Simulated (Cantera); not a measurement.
AlN + H2 (nitride etching)

Input: 1 mol AlN, 3.1 mol H2, held at 75.0 Torr.

These are equilibrium values from Cantera (NASA tables, ideal gas, pure condensed phases), not measurements of a reactor. Candidate condensed phases: Al, AlN; 13 gas species. Rates play no part.

```tsv
T (K)	x H2	x H	x Al	x N2	x AlH	n AlN(s)
1348	1.000	7.32e-6	3.54e-8	2.98e-8	2.61e-8	1.00
1398	1.000	1.50e-5	1.41e-7	1.10e-7	8.25e-8	1.000
1448	1.000	2.91e-5	5.11e-7	3.73e-7	2.40e-7	1.000
1498	1.000	5.43e-5	1.69e-6	1.17e-6	6.50e-7	1.000
1548	1.000	9.74e-5	5.16e-6	3.40e-6	1.64e-6	1.000
1598	1.000	0.000168	1.47e-5	9.28e-6	3.91e-6	1.000
1648	1.000	0.000282	3.90e-5	2.39e-5	8.80e-6	1.000
1698	0.999	0.000457	9.78e-5	5.83e-5	1.89e-5	1.000
1748	0.999	0.000722	0.000232	0.000135	3.86e-5	0.999
1798	0.998	0.00111	0.000524	0.000300	7.57e-5	0.998
1848	0.996	0.00167	0.00113	0.000637	0.000143	0.996
```
x: gas mole fraction; n: condensed amount in mol.

From 1348 K to 1848 K the condensed part is AlN(s). The main Al-bearing gas is Al throughout.
